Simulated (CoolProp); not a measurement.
Vapour-liquid equilibrium of ethane (1) + propylene (2) at 10.05 °C; x and y are mole fractions of (1).

Model: multi-fluid Helmholtz-energy mixture model, Bücker 2006 and Lemmon 2013; pair parameters Bell 2016, in CoolProp.

**Question.** Give the bubble pressure and the first vapour's composition at x = 0.425, 0.575, 0.725. Is there an azeotrope?

**Answer.** x = 0.425: 1.643 MPa, y = 0.665; x = 0.575: 1.964 MPa, y = 0.773; x = 0.725: 2.304 MPa, y = 0.861. No azeotrope shows between x = 0.05 and 0.95.

The pair parameters rest on a limited set of measurements; away from them the model extrapolates.
